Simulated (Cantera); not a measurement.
A closed system holds: 1 mol BF₃, 1.2 mol O₂, equilibrated at 1.33 mbar.

These are equilibrium values from Cantera (NASA tables, ideal gas, pure condensed phases), not measurements of a reactor. Candidate condensed phases: B, B₂O₃; 21 gas species. Kinetics and transport are ignored. All values below are at 950 K.

Base state: O₂ 0.545, BF₃ 0.455 (mole fractions); condensed: gas only.

### Question
What changes in the equilibrium state with this change: BF₃ replaced by borazine?

### Answer
```
species       before     after
------------  ------  --------
H₂                 0     0.789
N₂                 0     0.210
H₂O                0  0.000509
O₂             0.545     <1e-9
BF₃            0.455         0
BN(s), mol         0      1.40
B₂O₃(l), mol       0     0.799
```
The feed counts by its element totals alone. Further candidate phases: BN, B₃O₃H₃, H₂O.
